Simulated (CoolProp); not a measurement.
1,2-dichloroethane at several states: fugacity coefficient from the reference equation and from simpler models built on Tc = 288.4 °C, pc = 5226 kPa, ω = 0.269; each cubic takes its own stable root.

The numbers come from the reference Helmholtz-energy equation of state, Thol 2015 in CoolProp.

```
T (°C)  p (kPa)   phase  reference
------  -------  ------  ---------
132.15     1490  liquid     0.2429
199.15     3150  liquid     0.3954
-15.75     71.5  liquid    0.01459
89.85       889  liquid     0.1369
3.45       1620  liquid   0.002223
202.25      163     gas     0.9814
```

**Question.** How far does each simpler model (van der Waals, Redlich-Kwong, Soave-Redlich-Kwong, Peng-Robinson) lie from the reference over these 6 states: mean and median of the absolute difference, and the worst?

**Answer.** 
- van der Waals: mean 1830.2 %, median 300.4 %, worst +6591.6 % at -15.75 °C and 71.5 kPa
- Redlich-Kwong: mean 91.2 %, median 65.5 %, worst +211.2 % at -15.75 °C and 71.5 kPa
- Soave-Redlich-Kwong: mean 3.2 %, median 2.3 %, worst -8.0 % at -15.75 °C and 71.5 kPa
- Peng-Robinson: mean 1.0 %, median 0.4 %, worst +3.2 % at -15.75 °C and 71.5 kPa

At some of these states van der Waals gives the other phase, because its saturation line lies elsewhere.
